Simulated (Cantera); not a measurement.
An isothermal, constant-pressure homogeneous reactor starts with 0.755 % CO, 0.658 % O2, 1.84 % H2O, 96.7 % N2, at 1198 K and 10.0 bar.

Detailed kinetics in Cantera: GRI-Mech 3.0 (53 species, 325 reactions).

x: mole fraction; the columns are a selection and need not sum to one.

```
t (s)         x CO     x O2   x H2O       x H      x NO     x N2O     x NO2
--------  --------  -------  ------  --------  --------  --------  --------
3.00e-5    0.00755  0.00658  0.0184  7.41e-11    <1e-12    <1e-12    <1e-12
6.68e-5    0.00755  0.00658  0.0184  1.91e-10    <1e-12  1.09e-12    <1e-12
0.000149   0.00755  0.00658  0.0184  4.98e-10    <1e-12  4.72e-12    <1e-12
0.000332   0.00755  0.00658  0.0184   1.99e-9    <1e-12  2.56e-11    <1e-12
0.000739   0.00754  0.00658  0.0184   2.64e-8    <1e-12  3.74e-10    <1e-12
0.00165    0.00740  0.00650  0.0184   5.10e-7  2.36e-11   1.77e-8  4.85e-12
0.00367          …  0.00620  0.0183   5.41e-7  2.06e-10         …  5.94e-11
0.00818    0.00555  0.00561  0.0183   4.94e-7  8.01e-10   2.22e-7  2.45e-10
0.0182     0.00373  0.00470  0.0183   3.58e-7   2.39e-9   4.29e-7  8.16e-10
0.0406     0.00183  0.00375  0.0184   1.77e-7   5.01e-9   6.48e-7   2.24e-9
0.0904           …        …  0.0184         …   6.69e-9   7.65e-7         …
0.201     0.000146  0.00289  0.0184   1.01e-8   6.57e-9   7.09e-7   7.32e-9
0.449      1.81e-5  0.00283  0.0185   1.19e-9   7.99e-9   4.73e-7   6.66e-9
1.00       3.01e-7  0.00282  0.0185  2.48e-11   1.42e-8   1.71e-7  5.62e-10
```

Question: Some entries are withheld; supply them.

Answer: 
- 0.00367, x CO: 0.00676
- 0.00367, x N2O: 8.80e-8
- 0.0904, x CO: 0.000624
- 0.0904, x O2: 0.00313
- 0.0904, x H: 5.25e-8
- 0.0904, x NO2: 4.81e-9
